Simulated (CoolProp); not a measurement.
1000 sccm (0 °C, 1 atm) of nitrogen bubbles through liquid R1336mzz(Z) at 288.7 K and leaves saturated at a total pressure of 0.15 MPa (ideal gas phase). Each further row changes one setting.

Model: reference Helmholtz-energy equation of state, McLinden 2020, in CoolProp.

| case | vapour pressure (kPa) | mole fraction of vapour | delivery (mg/min) | delivery (sccm) | change of delivery for a bath 1 K warmer (%) |
|---|---|---|---|---|---|
| as stated | 50.1 | (withheld) | 3670 | 501 | 6.6 |
| bath temperature 293.7 K | (withheld) | 0.411 | 5100 | 697 | 7.2 |
| total pressure 0.3 MPa | 50.1 | 0.167 | (withheld) | 200 | (withheld) |

### Question
Fill in the missing entries.

### Answer

- as stated, mole fraction of vapour: 0.334
- bath temperature 293.7 K, vapour pressure (kPa): 61.6
- total pressure 0.3 MPa, delivery (mg/min): 1470
- total pressure 0.3 MPa, change of delivery for a bath 1 K warmer (%): 5.2
